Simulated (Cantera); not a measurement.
A closed system holds: 1 mol B2O3, 2 mol F2, at 100 Torr.

Cantera equilibrium calculation (NASA polynomials, part measured and part estimated; ideal gas, pure solids and liquids). Candidate condensed phases: B, B2O3; 21 gas species. Kinetics and transport are ignored.

x: gas mole fraction; n: condensed amount in mol.

| T (K) | x BF3 | x O2 | x BOF | x B3O3F3 | x BOF2 | x B2O3 | x BO2 | n B2O3(l) |
|---|---|---|---|---|---|---|---|---|
| 1348 | 0.471 | 0.415 | 0.0468 | 0.0670 | 0.000265 | 5.01e-6 | 2.05e-6 | 0.134 |
| 1398 | 0.447 | 0.405 | ? | 0.0650 | ? | ? | ? | ? |
| 1448 | 0.411 | 0.389 | 0.139 | 0.0609 | 0.000514 | 5.39e-5 | 1.53e-5 | 0.0577 |
| 1498 | 0.367 | 0.367 | 0.215 | 0.0505 | 0.000654 | 0.000143 | 3.57e-5 | 0 |
| 1548 | 0.350 | 0.350 | ? | ? | ? | 0.000201 | ? | 0 |
| 1598 | 0.340 | 0.340 | 0.309 | 0.00990 | 0.000877 | 0.000201 | 8.21e-5 | 0 |
| 1648 | 0.335 | 0.335 | 0.325 | 0.00334 | 0.000961 | 0.000162 | 0.000100 | 0 |
| 1698 | 0.334 | 0.334 | 0.330 | 0.00110 | 0.00104 | 0.000120 | 0.000115 | 0 |
| 1748 | 0.333 | 0.333 | 0.332 | 0.000376 | 0.00111 | 8.76e-5 | 0.000130 | 0 |

**Question.** What belongs in the gaps?

**Answer.** 
- 1398, x BOF: 0.0826
- 1398, x BOF2: 0.000379
- 1398, x B2O3: 1.72e-5
- 1398, x BO2: 5.81e-6
- 1398, n B2O3(l): 0.105
- 1548, x BOF: 0.273
- 1548, x B3O3F3: 0.0254
- 1548, x BOF2: 0.000777
- 1548, x BO2: 5.94e-5
